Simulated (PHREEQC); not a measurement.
0.014 g of hydrous ferric oxide (600 m²/g; 0.2 weak and 0.005 strong sites per Fe, Dzombak-Morel constants, diffuse double layer) in 1 kg of water with 0.3 mol/kgw of an inert sodium salt and 2.1e-07 mol/kgw Na2SO4 and 1.7e-07 mol/kgw BaCl2, at 25 °C; the pH is set by adding NaOH or the inert anion's acid. Oxygen is held at 0.21 atm. The system is closed to CO2. Precipitation was switched off in this run.

The numbers come from PHREEQC with the ion-association model, wateq4f.dat.

```csv
pH,S sorbed (%),Ba sorbed (%),surface charge σ (C/m²),surface potential ψ (mV)
3,23.3,0.0,0.367,125
3.5,23.0,0.0,0.362,125
4,21.1,0.0,0.348,123
4.5,16.8,0.0,0.318,118
5,10.4,0.0,0.269,110
5.5,4.8,0.0,0.210,98
6.5,0.5,0.0,0.106,65
7,0.1,0.1,0.066,46
7.5,0.0,0.6,0.034,26
8,0.0,3.0,0.006,5
8.5,0.0,13.7,-0.021,-17
9,0.0,41.6,-0.051,-37
```

The oxide is taken as insoluble; below pH 4 it would dissolve.
